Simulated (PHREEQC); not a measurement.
Dissolve 0.0032 mol/kgw Pb(NO3)2, 0.0042 mol/kgw Na2SO4 and 0.00096 mol/kgw NaNO3 at 20 °C. Closed to the air; pH follows from the charge balance.

Computed with PHREEQC (ion-association model, phreeqc.dat).

```json
{
  "pH": "5.34",
  "ionic_strength": "0.0182 mol/kgw",
  "specific_conductance": "1350 µS/cm"
}
```

| species | molality | activity | log γ |
|---|---|---|---|
| Na+ | 0.00928 | 0.00815 | -0.056 |
| NO3- | 0.00724 | 0.00630 | -0.060 |
| SO4-2 | 0.00296 | 0.00177 | -0.224 |
| Pb+2 | 0.00193 | 0.00114 | -0.229 |
| PbSO4 | 0.00112 | 0.00113 | 0.002 |
| PbNO3+ | 0.000121 | 0.000106 | -0.057 |
| NaSO4- | 7.93e-5 | 6.99e-5 | -0.055 |
| Pb(SO4)2-2 | 1.78e-5 | 1.05e-5 | -0.229 |
| PbOH+ | 5.52e-6 | 4.84e-6 | -0.057 |
| H+ | 5.13e-6 | 4.58e-6 | -0.049 |
| HSO4- | 8.07e-7 | 7.07e-7 | -0.057 |
| Pb2OH+3 | 4.05e-7 | 1.23e-7 | -0.516 |
| OH- | 1.71e-9 | 1.49e-9 | -0.059 |

No solid was allowed to form. Examples of supersaturated solids here: Anglesite. Others may be too.
